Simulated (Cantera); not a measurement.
Low-pressure radical oxidation in H2/O2

A perfectly stirred reactor is fed with 9.09 % H2, 90.9 % O2, at 0.0267 bar; it is held at 1175 K, and followed from long to short residence time.

Model: the H2/O2 subset of GRI-Mech 3.0, which has no nitrogen chemistry, integrated in Cantera. Radical loss at walls, strong at low pressure, is not modelled. The temperature is held fixed by assumption; the heat of reaction is taken as removed at once.

```json
[
 {"τ (s)": "28", "x H2": "2.55e-5", "x O2": "0.904", "x H2O2": "7.51e-8", "x OH": "0.000286", "x H2O": "0.0951"},
 {"τ (s)": "8.0", "x H2": "5.68e-5", "x O2": "0.904", "x H2O2": "1.15e-7", "x OH": "0.000435", "x H2O": "0.0949"},
 {"τ (s)": "2.2", "x H2": "0.000128", "x O2": "0.904", "x H2O2": "1.68e-7", "x OH": "0.000671", "x H2O": "0.0947"},
 {"τ (s)": "0.63", "x H2": "0.000275", "x O2": "0.903", "x H2O2": "2.29e-7", "x OH": "0.00102", "x H2O": "0.0943"},
 {"τ (s)": "0.18", "x H2": "0.000583", "x O2": "0.900", "x H2O2": "2.95e-7", "x OH": "0.00156", "x H2O": "0.0934"},
 {"τ (s)": "0.050", "x H2": "0.00124", "x O2": "0.896", "x H2O2": "3.60e-7", "x OH": "0.00240", "x H2O": "0.0914"},
 {"τ (s)": "0.014", "x H2": "0.00258", "x O2": "0.886", "x H2O2": "4.15e-7", "x OH": "0.00359", "x H2O": "0.0872"},
 {"τ (s)": "0.0039", "x H2": "0.00540", "x O2": "0.874", "x H2O2": "4.70e-7", "x OH": "0.00512", "x H2O": "0.0793"}
]
```
x: mole fraction; the columns are a selection and need not sum to one.
